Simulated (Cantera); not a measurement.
Feed: 1 mol Si2H6, 0.93 mol Cl2, 210 mol H2, held at 650 °C and 0.700 bar.

These are equilibrium values from Cantera (NASA tables, ideal gas, pure condensed phases), not measurements of a reactor. The feed counts by its element totals alone. The numbers say what is thermodynamically allowed, not how fast it happens.

```
species       before    after
----------  --------  -------
H2             0.996    0.989
HCl          0.00184  0.00598
SiCl4       0.000650  0.00290
SiH3Cl       1.10e-5  1.40e-6
SiH2Cl2     0.000236  9.85e-5
SiCl3        8.90e-6  1.22e-5
SiHCl3       0.00125  0.00171
Si(s), mol      1.54        0
```
Gas species are given as mole fractions.

Task: Which change was made?
A) Cl2 from 0.93 to 0.015 mol
B) Si2H6 replaced by SiHCl3
C) temperature from 650 °C to 600 °C
D) Cl2 from 0.93 to 0.079 mol

Result: B, Si2H6 replaced by SiHCl3. The tables' values for SiCl3 are old estimates; treat these amounts as uncertain
